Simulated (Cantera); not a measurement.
A closed system holds: 1 mol V, 22 mol H₂O, equilibrated at 900 K and 3200 Pa.

Equilibrium computed with Cantera from the NASA thermochemical tables; the gas is ideal and each condensed phase is pure. Candidate condensed phases: H₂O, V, VO, V₂O₃, V₂O₄, V₂O₅; 12 gas species. Condensed phases not in the tables: the oxides between V₂O₃ and V₂O₅ other than VO₂. Rates play no part.

### Question
What is the equilibrium state?

### Answer
```
Property                               Result
----------------------------------  ---------
x(H₂O)                                  0.932
x(H₂)                                  0.0682
n(V₂O₃(s))                          0.500 mol
gas amount                          22.00 mol
log10 activity of V₂O₅(s) (absent)     -10.39
log10 activity of V(s) (absent)        -13.07
```
